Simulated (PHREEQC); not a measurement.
Solution (25 °C): 0.015 mol HF, 0.00024 mol NH4HF2, 5.1e-05 mol H2SiF6 and 0.18 mol H2SO4 per kg of water. Closed to the air; pH follows from the charge balance.

All values are PHREEQC results (ion-association model, wateq4f.dat), not measurements.

No solid was allowed to form.

Question: Order these F species by the share of F that they hold, largest first: HF, H2F2, F-, SiF6-2.

Answer: HF (90 %), H2F2 (7.1 %), SiF6-2 (1.9 %), F- (0.56 %)

The pH is 0.79 and the ionic strength 0.231 mol/kgw. Species that the database lacks are ignored. wateq4f.dat counts part of the HF as a dimer, H2F2, which phreeqc.dat doesn't know; its constant is uncertain. SiF6-2 is the database's only silicon fluoride.
